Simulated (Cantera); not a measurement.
Feed: 1 mol N2O, 0.061 mol H2, 17 mol N2, equilibrated at 2475 °C and 1.00 bar.

Equilibrium computed with Cantera from the NASA thermochemical tables; the gas is ideal and each condensed phase is pure. The numbers say what is thermodynamically allowed, not how fast it happens.

| species | before | after |
|---|---|---|
| N2 | 0.962 | 0.926 |
| H2O | 0.00158 | 0.0376 |
| H2 | 0.000216 | 0.0135 |
| O2 | 0.0169 | 0.00246 |
| NO | 0.0107 | 0.00401 |
| H | 0.000999 | 0.00788 |
| OH | 0.00196 | 0.00590 |
| O | 0.00573 | 0.00219 |
Gas species are given as mole fractions.

**Question.** Which change was made?
A) temperature from 2475 °C to 3075 °C
B) temperature from 2475 °C to 2700 °C
C) pressure from 1.00 bar to 0.390 bar
D) N2O replaced by H2O

**Answer.** D, N2O replaced by H2O
